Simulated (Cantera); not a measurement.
Thermodynamics of silicon carbide growth, feed SiH4 + CH4 + H2

Charge: 1 mol SiH4, 0.79 mol CH4, 310 mol H2, at 975 °C and 75.0 Torr.

These are equilibrium values from Cantera (NASA tables, ideal gas, pure condensed phases), not measurements of a reactor. Candidate condensed phases: C, C6H6, C7H8, C8H18, Si, SiC; 87 gas species. Mutual solubility and eutectic melting of coexisting phases are not modelled. The numbers say what is thermodynamically allowed, not how fast it happens.

- x(H2): 1.000
- x(CH4): 2.49e-6
- x(H): 1.48e-6
- n(Si(s)): 0.211 mol
- n(SiC(s)): 0.789 mol
- gas amount: 313.6 mol
- log10 activity of C(graphite) (absent): -2.65
